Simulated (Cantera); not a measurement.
# S + H2 (abatement and gas-phase synthesis)

Input: 1 mol S, 0.052 mol H2, held at 10.0 mbar.

Cantera equilibrium calculation (NASA polynomials, part measured and part estimated; ideal gas, pure solids and liquids). Candidate condensed phases: S; 7 gas species. Rates play no part.

```tsv
T (°C)	x S2	x H2	x S	x SH	x H2S	x H
1275	0.902	0.0726	0.000663	0.00498	0.0200	8.30e-5
1350	0.900	0.0763	0.00145	0.00666	0.0152	0.000191
1425	0.898	0.0785	0.00294	0.00860	0.0116	0.000405
1500	0.894	0.0796	0.00563	0.0108	0.00893	0.000803
1575	0.888	0.0797	0.0102	0.0132	0.00694	0.00150
1650	0.880	0.0789	0.0177	0.0158	0.00543	0.00265
1725	0.867	0.0771	0.0292	0.0184	0.00426	0.00446
1800	0.848	0.0744	0.0465	0.0210	0.00334	0.00717
1875	0.821	0.0706	0.0711	0.0234	0.00260	0.0111
```
x: gas mole fraction; nothing condenses.

From 1275 °C to 1875 °C nothing is condensed.
